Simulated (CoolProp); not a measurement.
Model: reference Helmholtz-energy equation of state, Thol 2019, in CoolProp.

**Question.** For tetradecamethylhexasiloxane (MD4M), give the phase and the density (kg/m³), cp (kJ/(kg K)), expansivity (1/kK) at 248.45 °C and 307 kPa.

**Answer.** 
- 248.45 °C and 307 kPa: liquid; density 654, cp 2.17, expansivity 1.92
